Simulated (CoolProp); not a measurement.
Toluene along the isotherm 549.8 K: Z from the reference equation and from simpler models built on Tc = 591.7 K, pc = 4126 kPa, ω = 0.266; each cubic takes its own stable root.

Computed with CoolProp (reference Helmholtz-energy equation of state, Lemmon 2006). It is a short technical equation, of lower accuracy than the large ones.

| p (kPa) | phase | reference |
|---|---|---|
| 130 | gas | 0.9851 |
| 211 | gas | 0.9757 |
| 341 | gas | 0.9602 |
| 550 | gas | 0.9346 |
| 889 | gas | 0.8907 |
| 1440 | gas | 0.8107 |
| 2320 | gas | 0.6392 |
| 3750 | liquid | 0.1344 |
| 6060 | liquid | 0.2094 |
| 9790 | liquid | 0.3253 |
| 15800 | liquid | 0.5034 |
| 25500 | liquid | 0.7766 |
| 41300 | liquid | 1.198 |

Question: How far does each simpler model (van der Waals, Redlich-Kwong, Soave-Redlich-Kwong, Peng-Robinson) lie from the reference over these 13 states: mean and median of the absolute difference, and the worst?

Answer: 
- van der Waals: mean 26.1 %, median 16.4 %, worst +65.8 % at 549.8 K and 3750 kPa
- Redlich-Kwong: mean 8.2 %, median 7.8 %, worst +25.4 % at 549.8 K and 3750 kPa
- Soave-Redlich-Kwong: mean 6.7 %, median 6.0 %, worst +19.8 % at 549.8 K and 3750 kPa
- Peng-Robinson: mean 1.7 %, median 0.7 %, worst +6.3 % at 549.8 K and 3750 kPa
